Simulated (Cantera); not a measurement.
## Premixed flame

A freely propagating, adiabatic, planar premixed flame of H₂ : O₂ : N₂ = 1 : 0.417 : 1.57 (molar parts), equivalence ratio 1.2, unburnt at 600 K and 4.10 bar; mixture-averaged transport, grid criteria slope 0.08 and curve 0.16, no radiation.

Computed with Cantera and the H2/O2 subset of GRI-Mech 3.0, which has no nitrogen chemistry. The hydrogen kinetics of GRI-Mech 3.0 are dated; newer H2 mechanisms differ, most at raised pressure. Burning velocities carry a grid error of a few per cent, more on coarse grids.

| z (mm) | T (K) | u (m/s) | x H₂ | x O₂ | x H₂O₂ | x OH | x H₂O | x O |
|---|---|---|---|---|---|---|---|---|
| -0.224 | 600 | 8.43 | 0.335 | 0.140 | <1e-8 | <1e-8 | <1e-8 | <1e-8 |
| -0.149 | 600 | 8.43 | 0.335 | 0.140 | <1e-8 | <1e-8 | <1e-8 | <1e-8 |
| -0.112 | 600 | 8.43 | 0.335 | 0.140 | <1e-8 | <1e-8 | 1.86e-8 | <1e-8 |
| -0.0747 | 600 | 8.43 | 0.335 | 0.140 | <1e-8 | <1e-8 | 1.22e-6 | 1.07e-8 |
| -0.0373 | 623 | 8.68 | 0.327 | 0.141 | 6.84e-6 | 3.36e-5 | 0.000817 | 6.94e-6 |
| -0.0187 | 881 | 11.9 | 0.288 | 0.135 | 5.32e-5 | 0.00116 | 0.0234 | 0.000347 |
| 0 | 1362 | 17.7 | 0.195 | 0.0974 | 1.67e-5 | 0.00394 | 0.108 | 0.00382 |
| 0.0187 | 1707 | 21.9 | 0.112 | 0.0444 | 4.20e-6 | 0.00992 | 0.204 | 0.00761 |
| 0.0373 | 1883 | 24.0 | 0.0822 | 0.0213 | 2.51e-6 | 0.0140 | 0.245 | 0.00807 |
| 0.0747 | 2056 | 25.9 | 0.0735 | 0.0116 | 1.45e-6 | 0.0164 | 0.265 | 0.00677 |
| 0.149 | 2219 | 27.7 | 0.0719 | 0.00787 | 8.91e-7 | 0.0161 | 0.279 | 0.00458 |
| 0.299 | 2360 | 29.1 | 0.0695 | 0.00495 | 5.99e-7 | 0.0141 | 0.292 | 0.00266 |
| 0.598 | 2466 | 30.2 | 0.0667 | 0.00276 | 4.08e-7 | 0.0112 | 0.303 | 0.00138 |
x: mole fraction of selected species; z is measured from the peak of heat release.

The laminar burning velocity comes out as 843 cm/s, the thermal thickness is 0.0747 mm and the peak x(H₂O₂) comes out as 5.36e-5. The peak x(OH) is 0.0166. The peak x(O) is 0.00812 and the grid points is 112.
